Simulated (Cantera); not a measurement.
**Reactions in the system B-H-N-O**

Cantera with NASA thermochemical tables; ideal gases at 1 bar, condensed phases pure. Values are per mole of reaction as written; species without (g) are pure solids or liquids, kept so even where they would boil at 1 bar.

2 BN + 6 NO2(g) + H2(g) ⇌ 2 HBO2(g) + 8 NO(g)

| T (K) | ΔH° (kJ) | ΔS° (J/K) | ΔG° (kJ) | log10 K |
|---|---|---|---|---|
| 300 | -94.4 | 564.4 | -263.7 | 45.91 |
| 973 | -102.7 | 557.0 | -644.6 | 34.61 |
| 1023 | -104.3 | 555.4 | -672.4 | 34.33 |
| 1073 | -105.9 | 553.8 | -700.2 | 34.08 |
| 1123 | -107.6 | 552.3 | -727.8 | 33.85 |
| 1173 | -109.2 | 550.9 | -755.4 | 33.64 |
| 1223 | -110.9 | 549.5 | -782.9 | 33.44 |
